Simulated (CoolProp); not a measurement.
Cyclohexane at 412.62 K and 0.0615 MPa is compressed adiabatically to 0.403 MPa with isentropic efficiency 0.75. Each further row changes one setting.

Computed with CoolProp (reference Helmholtz-energy equation of state, Zhou 2014).

| case | work (kJ/kg) | final temperature (K) | final density (kg/m³) |
|---|---|---|---|
| as stated | 104 | 468.6 | 9.26 |
| efficiency 1 | 78.0 | 456.5 | 9.57 |
| efficiency 0.65 | 120 | 476.0 | 9.09 |
